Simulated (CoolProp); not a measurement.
A single-stage vapour-compression cycle with R115: evaporating at 262.15 K (dew point), condensing at 314.15 K (bubble point), superheat 0 K, subcooling 5 K, compressor efficiency 0.65, no pressure losses. Each further row changes one setting.

Values from CoolProp's reference Helmholtz-energy equation of state, Lemmon 2016.

```json
[
 {"case": "as stated", "cooling COP": "2.25", "pressure ratio": "4.38", "discharge temperature (K)": "317.6", "refrigerating effect (kJ/kg)": "63.6", "volumetric capacity (kJ/m³)": "1530"},
 {"case": "evaporating temperature 267.15 K", "cooling COP": "2.65", "pressure ratio": "3.70", "discharge temperature (K)": "317.0", "refrigerating effect (kJ/kg)": "66.3", "volumetric capacity (kJ/m³)": "1870"},
 {"case": "condensing temperature 309.15 K", "cooling COP": "2.66", "pressure ratio": "3.89", "discharge temperature (K)": "312.5", "refrigerating effect (kJ/kg)": "69.3", "volumetric capacity (kJ/m³)": "1660"},
 {"case": "subcooling 10 K", "cooling COP": "2.46", "pressure ratio": "4.38", "discharge temperature (K)": "317.6", "refrigerating effect (kJ/kg)": "69.4", "volumetric capacity (kJ/m³)": "1670"},
 {"case": "superheat 10 K", "cooling COP": "2.35", "pressure ratio": "4.38", "discharge temperature (K)": "327.5", "refrigerating effect (kJ/kg)": "70.8", "volumetric capacity (kJ/m³)": "1620"},
 {"case": "compressor efficiency 0.55", "cooling COP": "1.91", "pressure ratio": "4.38", "discharge temperature (K)": "323.0", "refrigerating effect (kJ/kg)": "63.6", "volumetric capacity (kJ/m³)": "1530"}
]
```
